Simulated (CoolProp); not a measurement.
Aqueous potassium acetate as a coolant, 31 % by mass, freezing at -24.7 °C, 1 atm.

The numbers come from the Melinder's fits for secondary coolants in CoolProp.

```csv
T (°C),conductivity (W/(m K)),viscosity (mPa s),cp (kJ/(kg K)),density (kg/m³)
-14.1,0.454,7.76,3.131,1176
-6.8,0.463,5.63,3.146,1174
0.4,0.472,4.28,3.161,1171
7.7,0.482,3.35,3.176,1169
15,0.491,2.71,3.191,1166
22.2,0.500,2.25,3.206,1162
29.5,0.509,1.90,3.222,1159
36.7,0.518,1.63,3.239,1156
```
